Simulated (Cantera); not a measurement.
A freely propagating, adiabatic, planar premixed flame of H₂ : O₂ : N₂ = 1 : 0.417 : 1.57 (molar parts), unburnt at 625 K and 83000 Pa; mixture-averaged transport, grid criteria slope 0.08 and curve 0.16, no radiation.

Computed with Cantera and the H2/O2 subset of GRI-Mech 3.0, which has no nitrogen chemistry. Burning velocities carry a grid error of a few per cent, more on coarse grids.

### Question
How do the results move with these cheaper or finer settings: unity-Lewis-number transport; multicomponent transport; multicomponent+Soret transport; grid criteria slope 0.5, curve 1; grid criteria slope 0.25, curve 0.5; grid criteria slope 0.03, curve 0.06?

### Answer
```tsv
setting	laminar burning velocity	thermal thickness	peak x(H)	peak x(OH)	grid points
as above	874 cm/s	0.606 mm	0.0809	0.0174	134
unity-Lewis-number transport	561 cm/s	0.469 mm	0.0853	0.0173	125
multicomponent transport	857 cm/s	0.604 mm	0.0806	0.0174	134
multicomponent+Soret transport	820 cm/s	0.595 mm	0.0789	0.0174	134
grid criteria slope 0.5, curve 1	1200 cm/s	0.989 mm	0.0833	0.0173	49
grid criteria slope 0.25, curve 0.5	944 cm/s	0.684 mm	0.0817	0.0178	68
grid criteria slope 0.03, curve 0.06	860 cm/s	0.588 mm	0.0806	0.0173	289
```
Unity Lewis numbers drop preferential diffusion, which matters most where H2 and H carry the flame; Soret adds thermal diffusion.
